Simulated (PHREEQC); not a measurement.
**Nickel, zinc or cadmium bath: speciation**

A solution holds 0.041 mol/kgw NiCl2, 0.052 mol/kgw NaCl and 0.00097 mol/kgw FeSO4, at 25 °C. Closed to the air; pH follows from the charge balance.

The numbers come from PHREEQC with the ion-association model, wateq4f.dat.

Each row changes one thing in this solution. Precipitation was switched off in this run.

```
case                                     pH  ionic strength (mol/kgw)  Cl- (mol/kgw)  Ni+2 (mol/kgw)  NiCl+ (mol/kgw)  Fe+2 (mol/kgw)  SI of Morenosite (NiSO4:7H2O)  SI of Halite (NaCl)
-------------------------------------  ----  ------------------------  -------------  --------------  ---------------  --------------  -----------------------------  -------------------
as made                                5.87                     0.167          0.129          0.0361          0.00363        0.000907                          -3.35                -4.02
FeSO4 from 0.00097 to 0.00194 mol/kgw  5.87                     0.170          0.129          0.0358          0.00359         0.00180                          -3.06                -4.02
NaCl from 0.052 to 0.026 mol/kgw       5.86                     0.143          0.104          0.0368          0.00313        0.000914                          -3.31                -4.40
temperature from 25 to 85 °C              ?                     0.169          0.129          0.0367          0.00318        0.000906                          -3.87                -4.16
temperature from 25 to 35 °C           5.73                     0.167          0.129          0.0362          0.00357        0.000907                          -3.45                -4.05
diluted 5-fold with water              6.11                    0.0350         0.0265         0.00787                ?        0.000189                          -4.21                -5.29
temperature from 25 to 80 °C           5.19                     0.168          0.129          0.0366                ?        0.000906                          -3.83                -4.15
```

Task: What belongs in the gaps?

Result: 
- temperature from 25 to 85 °C, pH: 5.14
- diluted 5-fold with water, NiCl+ (mol/kgw): 0.000261
- temperature from 25 to 80 °C, NiCl+ (mol/kgw): 0.00322

Species that the database lacks are ignored. In wateq4f.dat the enthalpy of Ni(OH)2 has the wrong sign, so its saturation index can't be trusted away from 25 °C. At this temperature some constants are extrapolated from 25 °C, and those without enthalpy data are left unchanged.
